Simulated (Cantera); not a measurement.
What does this Cantera script print?

```python
import numpy as np
import cantera as ct

gas_names = [...]  # 136 gases of nasa_gas.yaml made of C, H, N, O
cond_names = """
    C(gr) C6H6(L) C7H8(L) C8H18(L),n-octa H2O(s) H2O(L)
""".split()


# ... load() reads the species with a 1 bar reference pressure and builds the phases ...
atoms = {
    'C2H5OH': {'C': 2, 'H': 6, 'O': 1},
    'NH3': {'N': 1, 'H': 3},
    'N2': {'N': 2},
}
top_T = {'C(gr)': 4500}  # K; cautious upper limits of use, not melting points


# ... equilibrate(T, P, feed) seeds the gas with the atoms and calls Mixture.equilibrate('TP', solver="vcs", rtol=1e-11, max_steps=5000) ...
results = []
feed = {'C2H5OH': 1, 'NH3': 0.72, 'N2': 22}  # mol
T = 2673  # K
for P in [10, 100, 1000, 10000, 100000, 1000000, 10000000]:
    mix = equilibrate(T, P, feed)
    results.append((T, P, feed, dict(zip(mix.species_names, mix.species_moles))))

top = {s: max(r[3][s] / sum(r[3][g] for g in gas_names) for r in results) for s in gas_names}
cols = sorted((s for s in top if top[s] > 0.001), key=lambda s: -top[s])[:9]
seen = [c for c in cond_names if any(r[3].get(c, 0) > 1e-12 for r in results)]
print("log10 of partial pressures in bar; condensed amounts in mol")
print(f"{'P/Pa':>10s}" + "".join(f"{s[:9]:>10s}" for s in cols + seen))
for T, P, feed, n in results:
    ng = sum(n[g] for g in gas_names)
    print(f"{P:10.4g}" + "".join(f"{np.log10(max(n[s] / ng * P / 1e5, 1e-99)):10.3f}" for s in cols)
          + "".join(f"{n.get(c, 0):10.4g}" for c in seen))
```

Output:

```
log10 of partial pressures in bar; condensed amounts in mol
      P/Pa        N2         H        H2        CO       HCN        CN         C       HNC        C3
        10    -4.159    -4.604    -6.627    -5.504    -6.795    -5.911    -6.241    -7.646    -6.495
       100    -3.149    -3.666    -4.752    -4.492    -5.021    -5.074    -5.909    -5.871    -5.499
      1000    -2.127    -2.896    -3.212    -3.468    -3.654    -4.477    -5.823    -4.505    -5.242
     1e+04    -1.109    -2.286    -1.992    -2.450    -2.575    -4.008    -5.863    -3.425    -5.362
     1e+05    -0.102    -1.749    -0.918    -1.442    -1.556    -3.526    -5.885    -2.406    -5.427
     1e+06     0.901    -1.238     0.105    -0.440    -0.550    -3.032    -5.892    -1.401    -5.450
     1e+07     1.902    -0.735     1.111     0.561     0.449    -2.536    -5.897    -0.402    -5.462
```

These are equilibrium values from Cantera (NASA tables, ideal gas, pure condensed phases), not measurements of a reactor. The ideal-gas law is rough above about 30 bar.
